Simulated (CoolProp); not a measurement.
A simple Rankine cycle with dimethyl ether: condensing at 288.15 K, boiler at 3.36 MPa, turbine inlet 414.4 K, turbine efficiency 0.85, pump efficiency 0.6, no recuperator. Each further row changes one setting.

The numbers come from the reference Helmholtz-energy equation of state, Wu 2011 in CoolProp.

| case | thermal efficiency (%) | net work (kJ/kg) | heat in (kJ/kg) | turbine exit temperature (K) | volume ratio over the turbine |
|---|---|---|---|---|---|
| as stated | 16.0 | 90.6 | 567 | 326.3 | 7.40 |
| turbine inlet 434.4 K | 16.2 | 99.4 | [?] | 348.2 | 7.24 |
| condensing temperature 280.15 K | [?] | [?] | 586 | 317.3 | 9.40 |
| boiler pressure 2.35 MPa | 13.9 | 82.4 | [?] | 345.6 | 5.03 |
| turbine efficiency 0.75 | 13.9 | 79.1 | 567 | 333.3 | 7.60 |

What belongs in the gaps?


- turbine inlet 434.4 K, heat in (kJ/kg): 612
- condensing temperature 280.15 K, thermal efficiency (%): 17.4
- condensing temperature 280.15 K, net work (kJ/kg): 102
- boiler pressure 2.35 MPa, heat in (kJ/kg): 591
